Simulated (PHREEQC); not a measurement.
Solution (25 °C): 0.0012 mol/kgw NH3 and 2e-06 mol/kgw H4SiO4. Closed to the air; pH follows from the charge balance.

Equilibrium calculation in PHREEQC: ion-association model, wateq4f.dat.

Each row changes one thing in this solution. Precipitation was switched off in this run.

```json
[
 {"case": "as made", "pH": "10.13", "ionic strength (mol/kgw)": "0.000139", "H3SiO4- (mol/kgw)": "1.34e-6", "H4SiO4 (mol/kgw)": "6.60e-7", "SI of Quartz (SiO2)": "-2.20"},
 {"case": "temperature from 25 to 5 °C", "pH": "10.83", "ionic strength (mol/kgw)": "0.000129", "H3SiO4- (mol/kgw)": "1.64e-6", "H4SiO4 (mol/kgw)": "3.60e-7", "SI of Quartz (SiO2)": "-2.15"},
 {"case": "NH3 from 0.0012 to 0.012 mol/kgw", "pH": "10.65", "ionic strength (mol/kgw)": "0.000462", "H3SiO4- (mol/kgw)": "1.74e-6", "H4SiO4 (mol/kgw)": "2.56e-7", "SI of Quartz (SiO2)": "-2.61"},
 {"case": "9.1e-05 mol/kgw NaBF4 added", "pH": "9.59", "ionic strength (mol/kgw)": "0.000469", "H3SiO4- (mol/kgw)": "7.44e-7", "H4SiO4 (mol/kgw)": "1.26e-6", "SI of Quartz (SiO2)": "-1.92"},
 {"case": "NH3 left out", "pH": "6.99", "ionic strength (mol/kgw)": "1.02e-7", "H3SiO4- (mol/kgw)": "2.90e-9", "H4SiO4 (mol/kgw)": "2.00e-6", "SI of Quartz (SiO2)": "-1.72"},
 {"case": "H4SiO4 from 2e-06 to 1e-06 mol/kgw", "pH": "10.13", "ionic strength (mol/kgw)": "0.000139", "H3SiO4- (mol/kgw)": "6.70e-7", "H4SiO4 (mol/kgw)": "3.29e-7", "SI of Quartz (SiO2)": "-2.50"},
 {"case": "H4SiO4 replaced by H2SiF6 at the same molality", "pH": "10.11", "ionic strength (mol/kgw)": "0.000145", "H3SiO4- (mol/kgw)": "1.32e-6", "H4SiO4 (mol/kgw)": "6.80e-7", "SI of Quartz (SiO2)": "-2.19"}
]
```

Species that the database lacks are ignored. At this temperature some constants are extrapolated from 25 °C, and those without enthalpy data are left unchanged. SiF6-2 is the database's only silicon fluoride. Real BF4- forms and hydrolyses slowly; the run takes it at equilibrium.
